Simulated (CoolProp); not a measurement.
Vapour-liquid equilibrium of ethylene (1) + propylene (2) at 0.612 bar; x and y are mole fractions of (1).

Computed with CoolProp (multi-fluid Helmholtz-energy mixture model, Smukala 2000 and Lemmon 2013; pair parameters Bell 2016).

Task: Give the bubble temperature and the first vapour's composition at x = 0.15, 0.65, 0.85. Is there an azeotrope?

Result: x = 0.15: 190.6 K, y = 0.789; x = 0.65: 167.4 K, y = 0.984; x = 0.85: 163.6 K, y = 0.995. No azeotrope shows between x = 0.05 and 0.95.

Pair parameters are fitted to limited data, so mixtures are less certain than the pure fluids.
